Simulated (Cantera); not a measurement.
## Ignition delay

Mixture: 12.9 % CH₄, 8.23 % CO, 16.6 % O₂, 62.3 % N₂, equivalence ratio 1.8, at 7500 Torr, adiabatic and at constant volume. Ignition delay is the time to a rise of 400 K.

Computed with Cantera and GRI-Mech 3.0 (53 species, 325 reactions).

| T0 (K) | delay (ms) |
|---|---|
| 1323 | 2.20 |
| 1398 | 0.883 |
| 1473 | 0.377 |
| 1548 | 0.170 |
| 1623 | 0.0812 |
| 1698 | 0.0411 |
| 1773 | 0.0222 |
| 1848 | 0.0127 |
| 1923 | 0.00771 |
| 1998 | 0.00494 |

* **apparent activation energy between 1848 and 1998 K**: 190 kJ/mol
